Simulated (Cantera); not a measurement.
# Boron, boron nitride and boron oxide: B2H6 + NH3 + N2

Charge: 1 mol B2H6, 0.2 mol NH3, 14 mol N2, equilibrated at 1223.15 K and 8200 Pa.

Cantera equilibrium calculation (NASA polynomials, part measured and part estimated; ideal gas, pure solids and liquids). Candidate condensed phases: B, BN; 15 gas species. The feed counts by its element totals alone. The numbers say what is thermodynamically allowed, not how fast it happens.

The x(N2) is 0.799 and the x(H2) comes out as 0.201. The x(NH3) is 1.14e-6 and the n(BN(s)) is 2.00 mol. The gas amount is 16.40 mol and the log10 activity of B(s) (absent) is -5.51.
